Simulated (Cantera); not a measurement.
## Equilibrium for silicon epitaxy and polysilicon growth: Si₃H₈ + HCl + H₂

Charge: 1 mol Si₃H₈, 1.7 mol HCl, 34 mol H₂, at 440 Pa.

Equilibrium computed with Cantera from the NASA thermochemical tables; the gas is ideal and each condensed phase is pure. Candidate condensed phases: Si; 19 gas species. The feed counts by its element totals alone. The tables' values for SiCl₃, SiCl are old estimates; treat these amounts as uncertain. Kinetics and transport are ignored.

```tsv
T (°C)	x H₂	x HCl	x SiCl₄	x SiCl₂	x SiHCl₃	x H	n Si(s)
552	0.985	0.00406	0.00794	1.85e-5	0.00238	1.19e-10	2.59
627	0.982	0.00923	0.00677	0.000118	0.00205	1.75e-9	2.64
702	0.975	0.0174	0.00477	0.000504	0.00153	1.70e-8	2.72
777	0.968	0.0270	0.00231	0.00141	0.000862	1.20e-7	2.80
852	0.963	0.0333	0.000639	0.00245	0.000321	6.57e-7	2.85
927	0.961	0.0353	0.000124	0.00306	9.18e-5	2.92e-6	2.86
1002	0.961	0.0355	2.44e-5	0.00340	2.67e-5	1.09e-5	2.86
1077	0.961	0.0353	5.55e-6	0.00364	8.65e-6	3.52e-5	2.85
1152	0.961	0.0350	1.46e-6	0.00385	3.13e-6	0.000101	2.85
1227	0.961	0.0347	4.36e-7	0.00402	1.25e-6	0.000260	2.84
1302	0.961	0.0344	1.47e-7	0.00417	5.46e-7	0.000614	2.83
1377	0.960	0.0341	5.43e-8	0.00430	2.57e-7	0.00134	2.82
```
x: gas mole fraction; n: condensed amount in mol.

From 552 °C to 1377 °C the condensed part is Si(s). The main Si-bearing gas is SiCl₄ at 552 °C and SiCl₂ at 1377 °C. The share of Si in condensed phases is highest at 927 °C (95.4 %) and lowest at 552 °C (86.3 %).
